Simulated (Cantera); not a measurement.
# Thermodynamics of oxide etching and cleaning by halides, feed SiO2 + SiCl4 + H2

Input: 1 mol SiO2, 3.5 mol SiCl4, 0.23 mol H2, at 675 K and 6.30 Pa.

These are equilibrium values from Cantera (NASA tables, ideal gas, pure condensed phases), not measurements of a reactor. Candidate condensed phases: H2O, Si, SiO2; 30 gas species. The tables' values for SiCl3 are old estimates; treat these amounts as uncertain. Rates play no part.

```yaml
x(SiCl4): 0.936
x(H2): 0.0590
x(HCl): 0.00272
x(SiHCl3): 0.00266
x(SiCl3): 4.81e-5
x(SiCl2): 1.12e-6
n(SiO2(α-quartz)): 1.00 mol
gas_amount: 3.730 mol
log10 activity of Si(s) (absent): -1.85
```
